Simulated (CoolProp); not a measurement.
Vapour-liquid equilibrium of n-hexane (1) + cyclohexane (2) at 0.061 MPa; x and y are mole fractions of (1).

Values from CoolProp's multi-fluid Helmholtz-energy mixture model, Thol 2019 and Zhou 2014; pair parameters Bell 2016.

### Question
Give the bubble temperature and the first vapour's composition at x = 0.05, 0.25, 0.45. Is there an azeotrope?

### Answer
x = 0.05: 337.0 K, y = 0.077; x = 0.25: 333.9 K, y = 0.336; x = 0.45: 331.5 K, y = 0.544. No azeotrope shows between x = 0.05 and 0.95.

Pair parameters are fitted to limited data, so mixtures are less certain than the pure fluids.
